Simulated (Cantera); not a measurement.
**Transport properties of process gases**

Gas mixture: 57.6 % NO, 42.4 % N2O, at 3.00 bar, frozen composition.

Cantera's kinetic-theory transport with the Lennard-Jones parameters of GRI-Mech 3.0, ideal gas; thermal conductivity in the multicomponent form. The composition is frozen, though it would react at the higher temperatures.

| T (K) | ρ (kg/m³) | cp (J/kg/K) | μ (µPa s) | λ (mW/m/K) | Pr | D (cm²/s) H2 | D (cm²/s) NH3 | D (cm²/s) H2O |
|---|---|---|---|---|---|---|---|---|
| 400 | 3.24 | 983.9 | 21.3 | 29.1 | 0.720 | 0.398 | 0.111 | 0.115 |
| 650 | 2.00 | 1092 | 30.8 | 46.4 | 0.725 | 0.903 | 0.275 | 0.288 |
| 900 | 1.44 | 1172 | 38.7 | 62.5 | 0.726 | 1.55 | 0.492 | 0.519 |
| 1150 | 1.13 | 1222 | 45.8 | 77.0 | 0.726 | 2.34 | 0.755 | 0.799 |
| 1400 | 0.926 | 1257 | 52.2 | 90.4 | 0.726 | 3.24 | 1.06 | 1.12 |
| 1650 | 0.786 | 1284 | 58.1 | 103 | 0.725 | 4.25 | 1.40 | 1.49 |
D: mixture-averaged diffusion coefficient of that species in the mixture.
